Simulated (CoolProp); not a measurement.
C2F6 (R116) along the isotherm 182.6 K: Z from the reference equation and from simpler models built on Tc = 293.0 K, pc = 3048 kPa, ω = 0.257; each cubic takes its own stable root.

Model: reference Helmholtz-energy equation of state, Lemmon 2006, in CoolProp. It is a short technical equation, of lower accuracy than the large ones.

```csv
p (kPa),phase,reference,van der Waals,Redlich-Kwong,Soave-Redlich-Kwong,Peng-Robinson
635,liquid,0.03475,0.05497,0.03746,0.03628,0.03213
1270,liquid,0.06940,0.1093,0.07470,0.07241,0.06415
1900,liquid,0.1037,0.1626,0.1114,0.1081,0.09581
2540,liquid,0.1384,0.2163,0.1486,0.1442,0.1279
3170,liquid,0.1725,0.2687,0.1849,0.1797,0.1593
3810,liquid,0.2070,0.3215,0.2217,0.2155,0.1912
4440,liquid,0.2409,0.3731,0.2577,0.2507,0.2224
5080,liquid,0.2753,0.4251,0.2941,0.2863,0.2541
5710,liquid,0.3090,0.4760,0.3299,0.3212,0.2852
6350,liquid,0.3432,0.5274,0.3660,0.3566,0.3167
6980,liquid,0.3767,0.5777,0.4014,0.3913,0.3476
7620,liquid,0.4107,0.6285,0.4372,0.4265,0.3789
```
